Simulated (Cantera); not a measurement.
An adiabatic, constant-volume homogeneous reactor starts with 10.7 % H₂, 18.2 % O₂, 68.5 % N₂, 2.62 % H₂O, equivalence ratio 0.29, at 1775 K and 100000 Pa.

Detailed kinetics in Cantera: the H2/O2 subset of GRI-Mech 3.0, which has no nitrogen chemistry.

Q: Predict: time of steepest temperature rise; temperature at 0.100 s; equilibrium temperature; x(H₂) at 0.100 s; x(O₂) at 0.100 s; x(H₂O) at 0.100 s; x(H) at 0.100 s; x(H₂O₂) at 0.100 s; x(OH) at 0.100 s; x(HO₂) at 0.100 s.

A: 
```
Quantity                                                            Result
---------------------------------  ---------------------------------------
time of steepest temperature rise                                  8.80 µs
temperature at 0.100 s                                              2528 K
equilibrium temperature                                             2528 K
x(H₂) at 0.100 s                   0.00210 (gas-phase equilibrium 0.00210)
x(O₂) at 0.100 s                       0.130 (gas-phase equilibrium 0.130)
x(H₂O) at 0.100 s                      0.129 (gas-phase equilibrium 0.129)
x(H) at 0.100 s                    0.00113 (gas-phase equilibrium 0.00113)
x(H₂O₂) at 0.100 s                 4.06e-7 (gas-phase equilibrium 4.06e-7)
x(OH) at 0.100 s                     0.0147 (gas-phase equilibrium 0.0147)
x(HO₂) at 0.100 s                  1.31e-5 (gas-phase equilibrium 1.31e-5)
```
